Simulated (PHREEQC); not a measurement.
A made-up water analysis in mg/kgw, 70 °C, pH 5.66:

| constituent | mg/kgw |
|---|---|
| Na | 1700 |
| K | 14 |
| Ca | 489 |
| Mg | 69.5 |
| Cl | 3730 |
| S(6) as SO4 | 23.2 |
| Alkalinity as HCO3 | 0.0129 |

Valence states are taken as typed.

The numbers come from PHREEQC with the Pitzer model, pitzer.dat.

This is a speciation only: nothing precipitates in the calculation.

Estimate the specific conductance, osmotic coefficient.

specific conductance 23500 µS/cm; osmotic coefficient 0.909.

In which forms is C present?

CO2 77 %, HCO3- 23 % of the C.

Constants without temperature data keep their 25 °C values here.
